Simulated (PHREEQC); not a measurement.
Dissolve 0.84 mol HCl, 0.12 mol KCl and 2.3 mol NaCl per kg of water at 25 °C. Closed to the air; pH follows from the charge balance.

Equilibrium calculation in PHREEQC: Pitzer model, pitzer.dat.

```json
{
 "pH": "-0.31",
 "ionic_strength": "3.26 mol/kgw",
 "activity_of_water": "0.873",
 "density": "1.098 g/cm³",
 "osmotic_coefficient": "1.154",
 "total_alkalinity": "-840 meq/kg"
}
```

```tsv
species	molality	activity	log γ
Cl-	3.26	1.86	-0.243
Na+	2.30	2.61	0.055
H+	0.840	2.04	0.386
K+	0.120	0.0924	-0.113
```

Precipitation was switched off in this run. In brines, pH and single-ion activities rest on the MacInnes convention.
